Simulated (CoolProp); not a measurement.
Isobutene along the isobar 1270 kPa: fugacity coefficient from the reference equation and from simpler models built on Tc = 418.1 K, pc = 4016 kPa, ω = 0.193; each cubic takes its own stable root.

The numbers come from the reference Helmholtz-energy equation of state, Lemmon 2005 in CoolProp. It is a short technical equation, of lower accuracy than the large ones.

```json
[
 {"T (K)": "166.1", "phase": "liquid", "reference": "9.398e-5", "van der Waals": "0.01711", "Redlich-Kwong": "0.0001664"},
 {"T (K)": "192.3", "phase": "liquid", "reference": "0.001237", "van der Waals": "0.05238", "Redlich-Kwong": "0.002217"},
 {"T (K)": "218.5", "phase": "liquid", "reference": "0.008026", "van der Waals": "0.1217", "Redlich-Kwong": "0.01363"},
 {"T (K)": "244.7", "phase": "liquid", "reference": "0.03259", "van der Waals": "0.2344", "Redlich-Kwong": "0.05127"},
 {"T (K)": "270.9", "phase": "liquid", "reference": "0.09564", "van der Waals": "0.3946", "Redlich-Kwong": "0.1386"},
 {"T (K)": "297.1", "phase": "liquid", "reference": "0.2221", "van der Waals": "0.6009", "Redlich-Kwong": "0.2971"},
 {"T (K)": "323.2", "phase": "liquid", "reference": "0.4323", "van der Waals": "0.8270", "Redlich-Kwong": "0.5367"},
 {"T (K)": "349.4", "phase": "liquid", "reference": "0.7373", "van der Waals": "0.8563", "Redlich-Kwong": "0.8232"},
 {"T (K)": "375.6", "phase": "gas", "reference": "0.8457", "van der Waals": "0.8791", "Redlich-Kwong": "0.8561"},
 {"T (K)": "401.8", "phase": "gas", "reference": "0.8768", "van der Waals": "0.8972", "Redlich-Kwong": "0.8814"}
]
```

At some of these states van der Waals, Redlich-Kwong gives the other phase, because its saturation line lies elsewhere.
